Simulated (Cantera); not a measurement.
Mixture: 7.85 % CH₄, 24.9 % O₂, 67.3 % N₂, at 31.0 bar, adiabatic and at constant volume. Ignition delay is the time to a rise of 400 K.

Computed with Cantera and GRI-Mech 3.0 (53 species, 325 reactions). The pressure lies above the range GRI-Mech 3.0 was tuned for (to about 10 atm).

**Question.** Predict: delay at 1273 K; delay at 1473 K; delay at 1673 K; delay at 1873 K; delay at 2073 K; apparent activation energy between 1973 and 2173 K.

**Answer.** 
```json
{
  "delay at 1273 K": "0.370 ms",
  "delay at 1473 K": "51.4 µs",
  "delay at 1673 K": "10.6 µs",
  "delay at 1873 K": "2.88 µs",
  "delay at 2073 K": "0.996 µs",
  "apparent activation energy between 1973 and 2173 K": "170 kJ/mol"
}
```
